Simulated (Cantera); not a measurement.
A closed system holds: 1 mol Cu₂O, 3.3 mol C, 0.032 mol CO, 0.65 mol CH₄, held at 220 Pa.

Method: chemical equilibrium by Gibbs-energy minimisation in Cantera with the NASA 1993 tables (ideal gas, pure condensed phases). Candidate condensed phases: C, C₆H₆, C₇H₈, C₈H₁₈, Cu, CuO, Cu(OH)₂, Cu₂O, H₂O; 113 gas species. Equilibrium is a limit: real reactors are often held back by kinetics, nucleation or transport.

Problem. Which condensed phases are stable at each of these points (T (°C)): 550, 750, 950, 1150, 1350, 1550, 1750, 1950, 2150, 2350?

Solution. 
| T (°C) | condensed phases | Cu condensed (%) |
|---|---|---|
| 550 | C(graphite) + Cu(s) | 100.0 |
| 750 | C(graphite) + Cu(s) | 100.0 |
| 950 | C(graphite) + Cu(s) | 100.0 |
| 1150 | C(graphite) + Cu(l) | 99.9 |
| 1350 | C(graphite) + Cu(l) | 97.0 |
| 1550 | C(graphite) + Cu(l) | 44.6 |
| 1750 | C(graphite) | 0.0 |
| 1950 | C(graphite) | 0.0 |
| 2150 | C(graphite) | 0.0 |
| 2350 | C(graphite) | 0.0 |

From 550 °C to 950 °C the condensed part is C(graphite) + Cu(s). From 1150 °C to 1550 °C the condensed part is C(graphite) + Cu(l). From 1750 °C to 2350 °C the condensed part is C(graphite).
